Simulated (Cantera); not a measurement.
Charge: 1 mol CS2, 0.11 mol O2, 0.32 mol H2, equilibrated at 13300 Pa.

Equilibrium computed with Cantera from the NASA thermochemical tables; the gas is ideal and each condensed phase is pure. Candidate condensed phases: C, C6H6, C7H8, C8H18, H2O, H2SO4, S; 123 gas species. Gases not in the tables: S3 to S7. Rates play no part.

Task: What share of the C ends up in condensed phases as a function of T (K), at 848, 923, 998, 1073, 1148, 1223, 1298?

Result: 
```csv
T (K),C condensed (%),as
848,9.2,C(graphite)
923,7.4,C(graphite)
998,5.6,C(graphite)
1073,4.1,C(graphite)
1148,2.9,C(graphite)
1223,1.6,C(graphite)
1298,0.5,C(graphite)
```
